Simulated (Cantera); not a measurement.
Feed: 1 mol Cu, 3.1 mol F₂, 0.17 mol H₂, equilibrated at 1.90 Pa.

Cantera equilibrium calculation (NASA polynomials, part measured and part estimated; ideal gas, pure solids and liquids). Candidate condensed phases: Cu, CuF₂; 15 gas species. Equilibrium is a limit: real reactors are often held back by kinetics, nucleation or transport.

### Question
At 523 K, list the 3 most abundant gas species with their mole fractions, and the condensed phases.

### Answer
F₂ 0.848, HF 0.150, F 0.00273. Condensed: CuF₂(s).
